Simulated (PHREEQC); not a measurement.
Silver or lead bath (model solution)

Solution (20 °C): 9.9 mmol/kgw Ag2SO4, 0.031 mmol/kgw KNO3 and 4.8 mmol/kgw Cu(NO3)2. Closed to the air; pH follows from the charge balance.

Equilibrium calculation in PHREEQC: ion-association model, wateq4f.dat.

| Property | Value |
|---|---|
| pH | 5.14 |
| ionic strength | 0.0362 mol/kgw |

| species | molality | activity | log γ |
|---|---|---|---|
| Ag+ | 0.0185 | 0.0155 | -0.075 |
| NO3- | 0.00957 | 0.00794 | -0.081 |
| SO4-2 | 0.00730 | 0.00370 | -0.295 |
| Cu+2 | 0.00347 | 0.00182 | -0.280 |
| CuSO4 | 0.00132 | 0.00133 | 0.004 |
| AgSO4- | 0.00128 | 0.00107 | -0.075 |

Precipitation was switched off in this run. Saturation is exceeded, for instance for Antlerite, Brochantite; the values hold only as long as no solid forms.
